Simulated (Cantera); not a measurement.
## Thermodynamics of aluminium nitride and oxide growth, feed AlI3 + NH3 + H2

Feed: 1 mol AlI3, 12 mol NH3, a varied amount of H2, equilibrated at 1.33 mbar.

Cantera equilibrium calculation (NASA polynomials, part measured and part estimated; ideal gas, pure solids and liquids). Candidate condensed phases: Al, AlI3, AlN, I2; 19 gas species. Kinetics and transport are ignored.

Stable condensed phases:

```
T in K \ n(H2) in mol
         4.4 6.9  11  17  26  41  65 100 160 250
   1975    A   A   A   A   A   A   A   A   A   A
   1925    A   A   A   A   A   A   A   A   A   A
   1875    A   A   A   A   A   A   A   A   A   A
   1825    A   A   A   A   A   A   A   A   A   A
   1775    A   A   A   A   A   A   A   A   A   A
   1725    A   A   A   A   A   A   A   A   A   A
   1675    A   A   A   A   A   A   A   A   A   A
   1625    A   A   A   A   A   A   A   A   A   A
   1575    B   B   B   B   B   A   A   A   A   A
   1525    B   B   B   B   B   B   B   B   B   A
   1475    B   B   B   B   B   B   B   B   B   B
   1425    B   B   B   B   B   B   B   B   B   B
   1375    B   B   B   B   B   B   B   B   B   B
   1325    B   B   B   B   B   B   B   B   B   B
```

A: gas only; B: AlN.
